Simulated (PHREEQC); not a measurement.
A PHREEQC input (ion-association model, wateq4f.dat):

```
SOLUTION 1
  temp 25
  units mg/L
  pH 12.5
  pe 10.5
  Na 125
  K 0.13
  Ca 146
  Mg 14.2
  Cl 216
  S(6) 69.6 as SO4
  Alkalinity 379 as HCO3
  Ni 2.93
  Zn 0.103
  F 0.171
END
USE solution 1
EQUILIBRIUM_PHASES 1
  Fluorite 0 0
  Quartz 0 0.5
  CO2(g) -3.4 10
END
```

It stops with these messages:

```
WARNING: Maximum iterations exceeded, 100
WARNING: Maximum iterations exceeded, 100
WARNING: The program has failed to converge to a numerical solution.
ERROR:           Alkalinity has not converged. Total: 6.220444e-03	Calculated: 5.777424e-03	Residual: 4.430201e-04
ERROR: Is non-carbonate alkalinity greater than total alkalinity?
ERROR:                   Ca has not converged. Total: 3.648154e-03	Calculated: 2.730280e-03	Residual: 9.178734e-04
ERROR:                   Cl has not converged. Total: 6.101671e-03	Calculated: 6.233161e-03	Residual: -1.314907e-04
ERROR:                    F has not converged. Total: 9.014198e-06	Calculated: 9.239651e-06	Residual: -2.254531e-07
ERROR:                    K has not converged. Total: 3.329602e-06	Calculated: 3.403394e-06	Residual: -7.379154e-08
ERROR:                   Mg has not converged. Total: 5.849458e-04	Calculated: 3.335122e-04	Residual: 2.514336e-04
ERROR:                   Na has not converged. Total: 5.445313e-03	Calculated: 5.591175e-03	Residual: -1.458624e-04
ERROR:                   Ni has not converged. Total: 4.998084e-05	Calculated: 2.677321e-05	Residual: 2.320763e-05
ERROR:                 S(6) has not converged. Total: 7.255988e-04	Calculated: 5.747678e-04	Residual: 1.508311e-04
ERROR:                   Zn has not converged. Total: 1.577999e-06	Calculated: 1.825244e-06	Residual: -2.472453e-07
ERROR:               A(H2O) Activity of water has not converged. 	Residual: 1.256200e+01
ERROR: Model failed to converge for initial solution  1.
```

Why does the run stop?

The fault: pH typed as 12.5 with the alkalinity kept. The line should read `pH 7.72` where the input has `pH 12.5`. With the mend the run ends at pH 8.83 and ionic strength 0.0168 mol/kgw.
